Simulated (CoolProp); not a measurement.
Vapour-liquid equilibrium of carbon dioxide (1) + ethane (2) at 0.975 MPa; x and y are mole fractions of (1).

The numbers come from the multi-fluid Helmholtz-energy mixture model, Span 1996 and Bücker 2006; pair parameters Kunz 2012 in CoolProp.

```tsv
x	bubble temperature (°C)	y at the bubble point	dew temperature at overall composition x (°C)	liquid density (mol/L)
0.05	-36.1	0.124	-34.2	15.81
0.2	-42.5	0.366	-38.1	16.82
0.35	-45.6	0.496	-42.1	17.87
0.5	-46.9	0.575	-45.7	19.08
0.65	-47.1	0.636	-47.1	20.58
0.8	-46.5	0.709	-45.0	22.46
0.95	-43.4	0.878	-41.9	24.69
```

y crosses x between x = 0.5 and 0.65: the model has an azeotrope there.

Pair parameters are fitted to limited data, so mixtures are less certain than the pure fluids.
